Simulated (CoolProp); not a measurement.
Vapour-liquid equilibrium of CH2F2 (R32) (1) + dimethyl ether (2) at -16.75 °C; x and y are mole fractions of (1).

The numbers come from the multi-fluid Helmholtz-energy mixture model, Tillner-Roth 1997 and Wu 2011; pair parameters Bell 2016 in CoolProp.

Task: Give the bubble pressure and the first vapour's composition at x = 0.55, 0.75, 0.85. Is there an azeotrope?

Result: x = 0.55: 316.2 kPa, y = 0.788; x = 0.75: 380.0 kPa, y = 0.897; x = 0.85: 411.1 kPa, y = 0.941. No azeotrope shows between x = 0.05 and 0.95.

Pair parameters are fitted to limited data, so mixtures are less certain than the pure fluids.
